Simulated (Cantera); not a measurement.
An isothermal, constant-pressure homogeneous reactor starts with C2H6 : H2 = 1 : 36 (molar parts), at 1550 K and 4100 Pa. Integrator tolerance rtol = 1e-08.

Model: GRI-Mech 3.0 (53 species, 325 reactions), integrated in Cantera. GRI-Mech 3.0 stops at C3 and has no aromatics, soot or wall deposition, so with more carbon than oxygen in the feed, carbon stays in small species such as C2H2 where larger ones or solid carbon would form. Radical loss at walls, strong at low pressure, is not modelled.

Problem. What does this change do: temperature 1550 to 1650 K?

Solution. 
```csv
quantity,before,after
x(C2H6) at 3.00 s,9.30e-7 (gas-phase equilibrium 3.96e-8),2.57e-7 (gas-phase equilibrium 8.78e-9)
x(H2) at 3.00 s,0.962 (gas-phase equilibrium 0.973),0.969 (gas-phase equilibrium 0.973)
x(H) at 3.00 s,0.000138 (gas-phase equilibrium 0.000154),0.000427 (gas-phase equilibrium 0.000446)
x(C2H2) at 3.00 s,0.0148 (gas-phase equilibrium 0.0240),0.0212 (gas-phase equilibrium 0.0250)
x(CH4) at 3.00 s,0.0226 (gas-phase equilibrium 0.00306),0.00904 (gas-phase equilibrium 0.00121)
```

Problem. What does this change do: temperature 1550 to 1175 K?

Solution. 
```csv
quantity,before,after
x(C2H6) at 3.00 s,9.30e-7 (gas-phase equilibrium 3.96e-8),0.000109 (gas-phase equilibrium 1.94e-6)
x(H2) at 3.00 s,0.962 (gas-phase equilibrium 0.973),0.967 (gas-phase equilibrium 0.947)
x(H) at 3.00 s,0.000138 (gas-phase equilibrium 0.000154),5.00e-6 (gas-phase equilibrium 5.93e-7)
x(C2H2) at 3.00 s,0.0148 (gas-phase equilibrium 0.0240),0.00560 (gas-phase equilibrium 0.000349)
x(CH4) at 3.00 s,0.0226 (gas-phase equilibrium 0.00306),0.0126 (gas-phase equilibrium 0.0528)
```
